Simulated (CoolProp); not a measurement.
Model: reference Helmholtz-energy equation of state, Zhou 2012, in CoolProp.

For ethylbenzene, give the phase and the density (kg/m³), cv (kJ/(kg K)) at 439.2 K and 2.39 MPa; 565.8 K and 2.39 MPa; 620 K and 2.39 MPa.


- 439.2 K and 2.39 MPa: liquid; density 734, cv 1.81
- 565.8 K and 2.39 MPa: liquid; density 563, cv 2.20
- 620 K and 2.39 MPa: gas; density 68.7, cv 2.29
